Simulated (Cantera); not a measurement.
An isothermal, constant-pressure homogeneous reactor starts with C₂H₄ : H₂ = 1 : 21 (molar parts), at 1275 K and 160000 Pa.

Detailed kinetics in Cantera: GRI-Mech 3.0 (53 species, 325 reactions). GRI-Mech 3.0 was tuned for natural gas; its chemistry of ethylene as a main component is partial and can be far from experiment. GRI-Mech 3.0 stops at C3 and has no aromatics, soot or wall deposition, so with more carbon than oxygen in the feed, carbon stays in small species such as C2H2 where larger ones or solid carbon would form.

One state of this run: x C₂H₄ = 0.000668; x H₂ = 0.906; x CH₃ = 1.64e-6; x C₂H₂ = 0.000127; x CH₄ = 0.0935. x: mole fraction; the columns are a selection and need not sum to one.

Question: Which value of t (s) does it belong to?
A) 0.0126
B) 5.00
C) 0.531
D) 0.0563

Answer: B, 5.00
